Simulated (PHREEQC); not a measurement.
Arsenic or selenium liquor: an equilibrium model

A solution holds 0.049 mol/kgw H2SeO3, 3.1e-05 mol/kgw NaHCO3 and 0.0017 mol/kgw NaCl, at 25 °C. Closed to the air; pH follows from the charge balance.

All values are PHREEQC results (ion-association model, wateq4f.dat), not measurements.

This is a speciation only: nothing precipitates in the calculation.

Q: Predict the pH, ionic strength.

A: pH 2.07; ionic strength 0.0110 mol/kgw.

Q: In which forms is Se present?

A: H2SeO3 81 %, HSeO3- 19 % of the Se.
